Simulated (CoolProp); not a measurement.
Vapour-liquid equilibrium of toluene (1) + o-xylene (2) at 17.4 bar; x and y are mole fractions of (1).

Model: multi-fluid Helmholtz-energy mixture model, Lemmon 2006 and Zhou 2012; pair parameters Bell 2016, in CoolProp.

Give the bubble temperature and the first vapour's composition at x = 0.35, 0.5, 0.8. Is there an azeotrope?

x = 0.35: 279.5 °C, y = 0.440; x = 0.5: 272.7 °C, y = 0.597; x = 0.8: 260.2 °C, y = 0.857. No azeotrope shows between x = 0.05 and 0.95.

Pair parameters are fitted to limited data, so mixtures are less certain than the pure fluids.
